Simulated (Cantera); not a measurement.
Charge: 1 mol FeS2, 0.2 mol SO3, 0.15 mol H2O, at 1473.15 K and 7.50 Torr.

Method: chemical equilibrium by Gibbs-energy minimisation in Cantera with the NASA 1993 tables (ideal gas, pure condensed phases). Candidate condensed phases: Fe, FeO, Fe(OH)2, Fe(OH)3, FeS, FeSO4, FeS2, Fe2O3, Fe2(SO4)3, Fe3O4, H2O, H2SO4, S; 22 gas species. FeS: taken at fixed stoichiometry. Rates play no part.

Base state: S2 0.477, SO2 0.340, H2O 0.133, H2 0.0250, SO 0.0110, H2S 0.00717, S2O 0.00532, SH 0.00159 (mole fractions); condensed: FeS(l).

What changes in the equilibrium state with this change: 0.046 mol CH4 added?


```tsv
species	before	after
S2	0.477	0.463
SO2	0.340	0.236
H2O	0.133	0.186
CO2	0	0.0293
CO	0	0.0163
H2	0.0250	0.0418
H2S	0.00717	0.0118
SO	0.0110	0.00912
COS	0	0.000152
H	2.00e-5	2.59e-5
SH	0.00159	0.00202
S2O	0.00532	0.00433
S	0.000205	0.000202
FeS(l), mol	1.000	1.000
```
Further candidate phases: C, C6H6, C7H8, C8H18, Fe(CO)5.
